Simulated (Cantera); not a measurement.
Input (Python, Cantera) and output of one run.

```python
import numpy as np
import cantera as ct

gas_names = [...]  # 95 gases of nasa_gas.yaml made of C, F, H
cond_names = """
    C(gr) C6H6(L) C7H8(L) C8H18(L),n-octa
""".split()


# ... load() reads the species with a 1 bar reference pressure and builds the phases ...
atoms = {
    'CHF3': {'C': 1, 'H': 1, 'F': 3},
    'F2': {'F': 2},
}
top_T = {'C(gr)': 4500}  # K; cautious upper limits of use, not melting points


# ... equilibrate(T, P, feed) seeds the gas with the atoms and calls Mixture.equilibrate('TP', solver="gibbs", rtol=1e-10, max_steps=50000) ...
results = []
feed = {'CHF3': 1, 'F2': 0.12}  # mol
P = 13332.2  # Pa
for T in [1098, 1248, 1398, 1548, 1698, 1848, 1998, 2148, 2298, 2448, 2598, 2748, 2898, 3048]:
    mix = equilibrate(T, P, feed)
    results.append((T, P, feed, dict(zip(mix.species_names, mix.species_moles))))

top = {s: max(r[3][s] / sum(r[3][g] for g in gas_names) for r in results) for s in gas_names}
cols = sorted((s for s in top if top[s] > 0.001), key=lambda s: -top[s])[:5]
seen = [c for c in cond_names if any(r[3].get(c, 0) > 1e-12 for r in results)]
print("log10 of partial pressures in bar; condensed amounts in mol")
print(f"{'T/K':>10s}" + "".join(f"{s[:9]:>10s}" for s in cols + seen))
for T, P, feed, n in results:
    ng = sum(n[g] for g in gas_names)
    print(f"{T:10.4g}" + "".join(f"{np.log10(max(n[s] / ng * P / 1e5, 1e-99)):10.3f}" for s in cols)
          + "".join(f"{n.get(c, 0):10.4g}" for c in seen))
```

It prints:

```
log10 of partial pressures in bar; condensed amounts in mol
       T/K        HF         F       CF4       CF2        CF     C(gr)
      1098    -1.068   -10.067    -1.320    -8.610   -16.019      0.44
      1248    -1.068    -8.260    -1.320    -7.000   -13.234      0.44
      1398    -1.068    -6.839    -1.320    -5.740   -11.051      0.44
      1548    -1.068    -5.693    -1.320    -4.728    -9.295    0.4399
      1698    -1.068    -4.749    -1.321    -3.898    -7.852    0.4392
      1848    -1.070    -3.959    -1.325    -3.208    -6.647    0.4364
      1998    -1.074    -3.290    -1.340    -2.630    -5.628    0.4267
      2148    -1.085    -2.722    -1.382    -2.149    -4.761    0.4004
      2298    -1.113    -2.246    -1.491    -1.770    -4.027    0.3431
      2448    -1.164    -1.865    -1.737    -1.514    -3.422    0.2559
      2598    -1.223    -1.590    -2.199    -1.411    -2.950    0.2027
      2748    -1.269    -1.408    -2.866    -1.448    -2.595    0.2502
      2898    -1.304    -1.290    -3.643    -1.573    -2.322    0.3476
      3048    -1.335    -1.217    -4.479    -1.754    -2.111    0.4109
```

Equilibrium computed with Cantera from the NASA thermochemical tables; the gas is ideal and each condensed phase is pure. The tables' values for C2F4 are old estimates; treat these amounts as uncertain. Gases not in the tables: C2F6 and larger saturated fluorocarbons.
